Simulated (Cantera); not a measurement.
A Cantera script and its output.

```python
import numpy as np
import cantera as ct

gas = ct.Solution("gri30.yaml")
gas.TPX = 1650, 13332, {'C2H6': 1, 'H2': 11}
inlet = ct.Reservoir(gas, clone=True)

reactor = ct.IdealGasConstPressureReactor(gas, energy="off", clone=False)
exhaust = ct.Reservoir(gas, clone=True)
tau = [15, 5.1, 1.7, 0.6, 0.21, 0.072, 0.025, 0.0086][0]
for a, b in ((inlet, reactor), (reactor, exhaust)):
    ct.MassFlowController(a, b, mdot=lambda t: reactor.mass / tau)
net = ct.ReactorNet([reactor])
show = ['C2H6', 'H2', 'H', 'CH4', 'CH3']

rows = []
print(f"{'tau/s':>10s}{'T/K':>9s}" + "".join(f"{s:>11s}" for s in show))
for tau in [15, 5.1, 1.7, 0.6, 0.21, 0.072, 0.025, 0.0086]:
    net.initial_time = 0.0
    net.advance(30 * tau)
    before = gas.X
    net.advance(40 * tau)
    drift = np.max(np.abs(gas.X - before) / (gas.X + 1e-9))
    rows.append([gas.T, *gas[show].X, drift])
    print(f"{tau:10.3e}{gas.T:9.1f}" + "".join(f"{x:11.3e}" for x in gas[show].X))
```

Output:

```
     tau/s      T/K       C2H6         H2          H        CH4        CH3
 1.500e+01   1650.0  1.456e-06  9.216e-01  2.481e-04  1.172e-02  6.403e-05
 5.100e+00   1650.0  3.688e-06  9.185e-01  2.572e-04  1.695e-02  9.636e-05
 1.700e+00   1650.0  9.829e-06  9.143e-01  2.767e-04  2.429e-02  1.492e-04
 6.000e-01   1650.0  2.441e-05  9.098e-01  3.133e-04  3.194e-02  2.234e-04
 2.100e-01   1650.0  5.878e-05  9.057e-01  3.785e-04  3.890e-02  3.306e-04
 7.200e-02   1650.0  1.392e-04  9.020e-01  4.814e-04  4.508e-02  4.910e-04
 2.500e-02   1650.0  3.213e-04  8.981e-01  6.200e-04  5.119e-02  7.271e-04
 8.600e-03   1650.0  7.451e-04  8.938e-01  7.945e-04  5.778e-02  1.077e-03
```

Model: GRI-Mech 3.0 (53 species, 325 reactions), integrated in Cantera. GRI-Mech 3.0 stops at C3 and has no aromatics, soot or wall deposition, so with more carbon than oxygen in the feed, carbon stays in small species such as C2H2 where larger ones or solid carbon would form.
